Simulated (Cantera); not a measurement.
Source: NASA polynomial tables (part measured, part estimated), evaluated in Cantera. Values are per mole of reaction as written; species without (g) are pure solids or liquids, kept so even where they would boil at 1 bar. VN: taken at fixed stoichiometry.

5 VO2(g) + VN ⇌ NO(g) + 3 V2O3, with ΔH° = -2184.6 kJ and ΔS° = -857.8 J/K at 300 K.

**Question.** How far is the shortcut ΔG° ≈ ΔH°(300 K) − T·ΔS°(300 K) from the full temperature-dependent value at 373, 473, 573, 673, 773, 873 K?

**Answer.** 
```
T (K)  shortcut (kJ)  full (kJ)  difference (kJ)  difference in log10 K
-----  -------------  ---------  ---------------  ---------------------
373          -1864.6    -1865.4              0.8                  -0.11
473          -1778.9    -1782.9              4.0                  -0.44
573          -1693.1    -1702.6              9.5                  -0.87
673          -1607.3    -1624.1             16.8                  -1.30
773          -1521.5    -1547.2             25.7                  -1.73
873          -1435.7    -1471.7             35.9                  -2.15
```
The shortcut ignores the heat-capacity change of the reaction.
